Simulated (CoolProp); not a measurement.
Computed with CoolProp (reference Helmholtz-energy equation of state, Akasaka 2024).

Question: For R1132(E), give the phase and the density (kg/m³), cv (kJ/(kg K)), isothermal compressibility (1/MPa), expansivity (1/kK) at 305.9 K and 5.32 MPa; 337.3 K and 5.32 MPa.

Answer: 
- 305.9 K and 5.32 MPa: liquid; density 911, cv 1.08, isothermal compressibility 0.00756, expansivity 4.24
- 337.3 K and 5.32 MPa: liquid; density 747, cv 1.11, isothermal compressibility 0.0341, expansivity 10.6
